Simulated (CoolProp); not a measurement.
The fluid at 304.4 K and 0.564 MPa is throttled through a valve to 0.0374 MPa with no heat exchange. The same conditions are run with several fluids, on thermodynamics alone (safety and materials aside).

Computed with CoolProp (reference Helmholtz-energy equation of state of each fluid (normal hydrogen: Leachman 2009; CH3F (R41): Lemmon 2006; hydrogen chloride: Thol 2018; R125: Lemmon 2005; propane: Lemmon 2009)).

```json
[
 {"fluid": "normal hydrogen", "temperature change (K)": "+0.2", "final density (kg/m³)": "0.0298"},
 {"fluid": "CH3F (R41)", "temperature change (K)": "-9.3", "final density (kg/m³)": "0.520"},
 {"fluid": "hydrogen chloride", "temperature change (K)": "-8.1", "final density (kg/m³)": "0.555"},
 {"fluid": "R125", "temperature change (K)": "-7.4", "final density (kg/m³)": "1.83"},
 {"fluid": "propane", "temperature change (K)": "-9.2", "final density (kg/m³)": "0.676"}
]
```
